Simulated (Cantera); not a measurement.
Stirred combustor or abatement burner

A perfectly stirred reactor is fed with CH₄ : O₂ : N₂ = 1 : 1.43 : 5.37 (molar parts), at 1730 Torr; it is adiabatic with a 748 K inlet, and is followed from long to short residence time, starting on the burning branch (τ in s: 0.22, 0.1, 0.049, 0.024, 0.011, 0.0054, 0.0026, 0.0012, 0.00059, 0.00028, 0.00013, 6.4e-05).

Cantera simulation using GRI-Mech 3.0 (53 species, 325 reactions); the numbers are that mechanism's predictions, not measurements.

| τ (s) | T (K) | x CH₄ | x O₂ | x C₂H₆ | x H₂O₂ | x OH | x H₂ |
|---|---|---|---|---|---|---|---|
| 0.22 | 2302 | 8.64e-6 | 3.20e-5 | 2.16e-11 | 6.33e-9 | 0.000848 | 0.0586 |
| 0.10 | 2300 | 1.64e-5 | 4.61e-5 | 8.45e-11 | 7.44e-9 | 0.000907 | 0.0586 |
| 0.049 | 2298 | 2.75e-5 | 6.94e-5 | 2.65e-10 | 9.18e-9 | 0.000990 | 0.0585 |
| 0.024 | 2295 | 4.37e-5 | 0.000110 | 7.62e-10 | 1.20e-8 | 0.00111 | 0.0585 |
| 0.011 | 2290 | 6.87e-5 | 0.000186 | 2.20e-9 | 1.70e-8 | 0.00129 | 0.0584 |
| 0.0054 | 2284 | 0.000101 | 0.000306 | 5.46e-9 | 2.40e-8 | 0.00150 | 0.0583 |
| 0.0026 | 2276 | 0.000151 | 0.000513 | 1.36e-8 | 3.47e-8 | 0.00175 | 0.0581 |
| 0.0012 | 2266 | 0.000241 | 0.000901 | 3.72e-8 | 5.17e-8 | 0.00202 | 0.0578 |
| 0.00059 | 2253 | 0.000390 | 0.00155 | 1.02e-7 | 7.63e-8 | 0.00224 | 0.0575 |
| 0.00028 | 2234 | 0.000700 | 0.00285 | 3.35e-7 | 1.23e-7 | 0.00239 | 0.0569 |
| 0.00013 | 2201 | 0.00142 | 0.00575 | 1.42e-6 | 2.32e-7 | 0.00236 | 0.0559 |
| 6.4e-5 | 2123 | 0.00366 | 0.0136 | 1.04e-5 | 6.03e-7 | 0.00184 | 0.0542 |
x: mole fraction; the columns are a selection and need not sum to one.
